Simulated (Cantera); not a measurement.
Feed: 1 mol Pb, 1.1 mol CO, 0.3 mol H2, at 823.15 K and 0.000120 bar.

Equilibrium computed with Cantera from the NASA thermochemical tables; the gas is ideal and each condensed phase is pure. Candidate condensed phases: C, C6H6, C7H8, C8H18, H2O, Pb, PbO, PbO2, Pb3O4; 113 gas species. Equilibrium is a limit: real reactors are often held back by kinetics, nucleation or transport.

Base state: CO 0.781, H2 0.215, CO2 0.00348, Pb 0.00112, H2O 0.000265 (mole fractions); condensed: C(graphite) + Pb(l).

Question: What changes in the equilibrium state with this change: temperature from 823.15 K to 1175 K?

Answer: 
```csv
species,before,after
CO,0.781,0.458
Pb,0.00112,0.417
H2,0.215,0.125
CO2,0.00348,6.83e-7
H2O,0.000265,2.38e-7
"C(graphite), mol",0.00523,0
"Pb(l), mol",0.998,0
```

Question: What changes in the equilibrium state with this change: H2 from 0.3 to 34 mol?

Answer: 
```json
[
 {"species": "H2", "before": "0.215", "after": "0.968"},
 {"species": "CO", "before": "0.781", "after": "0.0312"},
 {"species": "Pb", "before": "0.00112", "after": "0.00112"},
 {"species": "CO2", "before": "0.00348", "after": "7.80e-6"},
 {"species": "CH4", "before": "5.14e-6", "after": "7.47e-5"},
 {"species": "H2O", "before": "0.000265", "after": "6.69e-5"},
 {"species": "C(graphite), mol", "before": "0.00523", "after": "0"},
 {"species": "Pb(l), mol", "before": "0.998", "after": "0.960"}
]
```
